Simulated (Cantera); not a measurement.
A closed system holds: 1 mol Si3N4, 0.049 mol O2, 300 mol N2, at 0.00133 bar.

Equilibrium computed with Cantera from the NASA thermochemical tables; the gas is ideal and each condensed phase is pure. Candidate condensed phases: Si, SiO2, Si2N2O, Si3N4; 16 gas species. Mutual solubility and eutectic melting of coexisting phases are not modelled. The numbers say what is thermodynamically allowed, not how fast it happens.

Task: Which condensed phases are stable at each of these points (T (K)): 1200, 1250, 1300, 1350, 1400, 1450, 1500, 1550?

Result: 
| T (K) | condensed phases | Si condensed (%) |
|---|---|---|
| 1200 | Si2N2O(s) + Si3N4(s) | 100.0 |
| 1250 | Si2N2O(s) + Si3N4(s) | 100.0 |
| 1300 | Si2N2O(s) + Si3N4(s) | 100.0 |
| 1350 | Si2N2O(s) + Si3N4(s) | 100.0 |
| 1400 | Si2N2O(s) + Si3N4(s) | 99.9 |
| 1450 | Si2N2O(s) + Si3N4(s) | 99.6 |
| 1500 | Si2N2O(s) + Si3N4(s) | 97.9 |
| 1550 | Si3N4(s) | 96.7 |

From 1200 K to 1500 K the condensed part is Si2N2O(s) + Si3N4(s). At 1550 K the condensed part is Si3N4(s).
